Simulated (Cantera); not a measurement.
## Ignition delay

Mixture: CH4 : CO : O2 : N2 : CO2 = 1 : 0.16 : 4.84 : 24.7 : 0.048 (molar parts), at 5.00 bar, adiabatic and at constant pressure. Ignition delay is the time to a rise of 400 K.

Computed with Cantera and GRI-Mech 3.0 (53 species, 325 reactions).

```
T0 (K)  delay (ms)
------  ----------
1100          38.8
1200          9.27
1300          2.63
1400         0.855
1500         0.315
1600         0.132
```

```json
{
 "apparent activation energy between 1400 and 1600 K": "170 kJ/mol"
}
```
